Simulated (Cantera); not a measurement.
Charge: 1 mol SiHCl3, 49 mol NH3, equilibrated at 525 °C and 30000 Pa.

Method: chemical equilibrium by Gibbs-energy minimisation in Cantera with the NASA 1993 tables (ideal gas, pure condensed phases). Candidate condensed phases: NH4Cl, Si, Si3N4; 28 gas species. Equilibrium is a limit: real reactors are often held back by kinetics, nucleation or transport.

Base state: H2 0.730, N2 0.240, HCl 0.0302, NH3 0.000279 (mole fractions); condensed: Si3N4(s).

Question: What changes in the equilibrium state with this change: NH3 from 49 to 0.8 mol?

Answer: 
| species | before | after |
|---|---|---|
| H2 | 0.730 | 0.468 |
| HCl | 0.0302 | 0.299 |
| SiCl4 | 2.32e-6 | 0.197 |
| N2 | 0.240 | 0.0349 |
| SiHCl3 | 4.95e-8 | 0.000272 |
| NH3 | 0.000279 | 5.46e-5 |
| Si3N4(s), mol | 0.333 | 0.152 |

Question: What changes in the equilibrium state with this change: NH3 from 49 to 1.2 mol?

Answer: 
```
species          before     after
-------------  --------  --------
H2                0.730     0.488
HCl              0.0302     0.310
SiCl4           2.32e-6     0.132
N2                0.240    0.0695
SiHCl3          4.95e-8  0.000183
NH3            0.000279   8.21e-5
Si3N4(s), mol     0.333     0.176
```
